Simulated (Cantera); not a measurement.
An isothermal, constant-pressure homogeneous reactor starts with H₂ : O₂ : N₂ = 1.6 : 1 : 1.6 (molar parts), at 1050 K and 10000 Pa.

Detailed kinetics in Cantera: GRI-Mech 3.0 (53 species, 325 reactions). The temperature is held fixed by assumption; the heat of reaction is taken as removed at once.

One state of this run: x H₂ = 0.000380; x O₂ = 0.0589; x NO₂ = 2.25e-8; x H = 1.83e-5; x NO = 2.91e-6. x: mole fraction; the columns are a selection and need not sum to one.

Task: Which value of t (s) does it belong to?
A) 0.0460
B) 0.0110
C) 0.00261
D) 0.193

Result: B, 0.0110
